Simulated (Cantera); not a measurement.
## Equilibrium for iron carbonyl, mercury and lead vapours: HgO + H2

Charge: 1 mol HgO, 0.39 mol H2, held at 1448.15 K and 12.0 mbar.

Equilibrium computed with Cantera from the NASA thermochemical tables; the gas is ideal and each condensed phase is pure. Candidate condensed phases: H2O, Hg, HgO; 10 gas species. Rates play no part.

```
Property                              Value
--------------------------------  ---------
x(Hg)                                 0.590
x(H2O)                                0.230
x(O2)                                 0.180
x(OH)                              0.000216
x(O)                                7.57e-6
x(H2)                               4.57e-6
gas amount                        1.695 mol
log10 activity of Hg(l) (absent)      -4.83
```
